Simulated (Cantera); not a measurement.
Input (Python, Cantera) and output of one run.

```python
import numpy as np
import cantera as ct

gas_names = """
    CL CL2 H HCL H2 Si SiCL SiCL2 SiCL3 SiCL4 SiH SiHCL3 SiH2 SiH2CL2 SiH3 SiH3CL SiH4 Si2 Si3
""".split()
cond_names = """
    Si(cr) Si(L)
""".split()


# ... load() reads the species with a 1 bar reference pressure and builds the phases ...
atoms = {
    'Si': {'Si': 1},
    'HCl': {'H': 1, 'CL': 1},
}
top_T = {}  # K; cautious upper limits of use, not melting points


# ... equilibrate(T, P, feed) seeds the gas with the atoms and calls Mixture.equilibrate('TP', solver="vcs", rtol=1e-11, max_steps=5000) ...
results = []
feed = {'Si': 1, 'HCl': 5.9}  # mol
T = 1298.15  # K
P = 100000  # Pa
mix = equilibrate(T, P, feed)
results.append((T, P, feed, dict(zip(mix.species_names, mix.species_moles))))
x = sorted(zip(gas.X, gas.species_names), reverse=True)
print(f"T = {T:g} K  P = {P:g} Pa  gas = {mix.phase_moles(0):.4g} mol")
print("   x: " + "  ".join(f"{s} {v:.3e}" for v, s in x if v > 1e-05))
print("   condensed (mol): " + ("  ".join(f"{mix.phase(i).name} {mix.phase_moles(i):.4g}"
      for i in range(1, mix.n_phases) if mix.phase_moles(i) > 1e-12) or "none"))
```

It prints:

```
T = 1298.15 K  P = 100000 Pa  gas = 4.914 mol
   x: HCL 4.009e-01  H2 3.956e-01  SiCL4 1.899e-01  SiHCL3 8.466e-03  SiCL3 4.424e-03  SiCL2 6.157e-04  SiH2CL2 5.316e-05
   condensed (mol): none
```

These are equilibrium values from Cantera (NASA tables, ideal gas, pure condensed phases), not measurements of a reactor. The tables' values for SiCl3 are old estimates; treat these amounts as uncertain.
